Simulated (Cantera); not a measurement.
An isothermal, constant-pressure homogeneous reactor starts with CH4 : CO2 : H2 = 1 : 0.5 : 0.15 (molar parts), at 1973 K and 0.0987 atm.

Cantera simulation using GRI-Mech 3.0 (53 species, 325 reactions); the numbers are that mechanism's predictions, not measurements. GRI-Mech 3.0 stops at C3 and has no aromatics, soot or wall deposition, so with more carbon than oxygen in the feed, carbon stays in small species such as C2H2 where larger ones or solid carbon would form.

x: mole fraction; the columns are a selection and need not sum to one.

```json
[
 {"t (s)": "3.00e-5", "x CH4": "0.602", "x CO2": "0.303", "x H2": "0.0923", "x HCO": "?", "x CO": "3.39e-5", "x HO2": "<1e-12"},
 {"t (s)": "6.97e-5", "x CH4": "0.596", "x CO2": "0.302", "x H2": "0.0950", "x HCO": "?", "x CO": "0.000145", "x HO2": "<1e-12"},
 {"t (s)": "0.000162", "x CH4": "0.569", "x CO2": "0.298", "x H2": "0.110", "x HCO": "?", "x CO": "0.000891", "x HO2": "1.31e-12"},
 {"t (s)": "0.000376", "x CH4": "0.442", "x CO2": "0.274", "x H2": "0.204", "x HCO": "?", "x CO": "0.00651", "x HO2": "2.59e-12"},
 {"t (s)": "0.000874", "x CH4": "0.232", "x CO2": "0.214", "x H2": "0.383", "x HCO": "?", "x CO": "0.0267", "x HO2": "5.38e-12"},
 {"t (s)": "0.00203", "x CH4": "0.108", "x CO2": "0.149", "x H2": "0.467", "x HCO": "?", "x CO": "0.0677", "x HO2": "8.97e-12"},
 {"t (s)": "0.00472", "x CH4": "0.0415", "x CO2": "0.0738", "x H2": "0.474", "x HCO": "?", "x CO": "0.134", "x HO2": "1.14e-11"},
 {"t (s)": "0.0110", "x CH4": "0.0151", "x CO2": "0.0205", "x H2": "0.466", "x HCO": "?", "x CO": "0.194", "x HO2": "1.06e-11"},
 {"t (s)": "0.0254", "x CH4": "0.0101", "x CO2": "0.0113", "x H2": "0.495", "x HCO": "?", "x CO": "0.228", "x HO2": "6.27e-12"},
 {"t (s)": "0.0591", "x CH4": "0.00747", "x CO2": "0.00716", "x H2": "0.537", "x HCO": "?", "x CO": "0.264", "x HO2": "2.14e-12"},
 {"t (s)": "0.137", "x CH4": "0.00456", "x CO2": "0.00301", "x H2": "0.573", "x HCO": "?", "x CO": "0.296", "x HO2": "<1e-12"},
 {"t (s)": "0.319", "x CH4": "0.00199", "x CO2": "0.000557", "x H2": "0.594", "x HCO": "4.02e-8", "x CO": "0.313", "x HO2": "<1e-12"},
 {"t (s)": "0.741", "x CH4": "0.000495", "x CO2": "1.54e-5", "x H2": "0.600", "x HCO": "3.99e-8", "x CO": "0.317", "x HO2": "<1e-12"},
 {"t (s)": "1.72", "x CH4": "0.000236", "x CO2": "2.48e-8", "x H2": "0.600", "x HCO": "4.00e-8", "x CO": "0.317", "x HO2": "<1e-12"},
 {"t (s)": "4.00", "x CH4": "0.000235", "x CO2": "2.02e-8", "x H2": "0.600", "x HCO": "4.00e-8", "x CO": "0.317", "x HO2": "<1e-12"}
]
```

Fill in the missing entries.


- 3.00e-5, x HCO: 2.86e-9
- 6.97e-5, x HCO: 6.03e-8
- 0.000162, x HCO: 9.50e-7
- 0.000376, x HCO: 4.04e-6
- 0.000874, x HCO: 2.71e-6
- 0.00203, x HCO: 1.18e-6
- 0.00472, x HCO: 4.83e-7
- 0.0110, x HCO: 2.38e-7
- 0.0254, x HCO: 1.54e-7
- 0.0591, x HCO: 9.03e-8
- 0.137, x HCO: 5.13e-8
